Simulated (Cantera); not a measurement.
Source: NASA polynomial tables (part measured, part estimated), evaluated in Cantera. Values are per mole of reaction as written; species without (g) are pure solids or liquids, kept so even where they would boil at 1 bar.

Question: Between 300 and 998 K, where is each reaction favourable under standard conditions?
- 2 NbO₂(g) + NO₂(g) ⇌ Nb₂O₅ + NO(g)

Answer: 
- 2 NbO₂(g) + NO₂(g) ⇌ Nb₂O₅ + NO(g): ΔG° is -1311 kJ at 300 K and -1026 kJ at 998 K; it stays negative (K > 1). ΔH° is -1413 kJ and ΔS° -388 J/K at 998 K.
